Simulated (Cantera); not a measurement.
An isothermal plug-flow reactor at 775 K and 0.651 atm (inlet), inlet velocity 1.2 m/s, active area per volume 210 1/m; feed 0.251 % CO, 5.38 % O₂, 94.4 % N₂, equivalence ratio 0.023.

Computed with Cantera and Deutschmann's 1995 Pt surface mechanism with GRI-Mech 3.0 gas chemistry. Catalytic surfaces can have several steady states; this one follows from the mechanism file's or the stated starting coverage. Mass transfer to the wall is taken as infinitely fast.

Predict: x(CO) at z = 0.0084 m; x(O₂) at z = 0.0084 m; x(CO₂) at z = 0.0084 m; θ(free Pt) at the exit; θ(O*) at the exit.


```
Property                  Result
----------------------  --------
x(CO) at z = 0.0084 m   0.000692
x(O₂) at z = 0.0084 m     0.0529
x(CO₂) at z = 0.0084 m   0.00182
θ(free Pt) at the exit    0.0455
θ(O*) at the exit          0.954
```
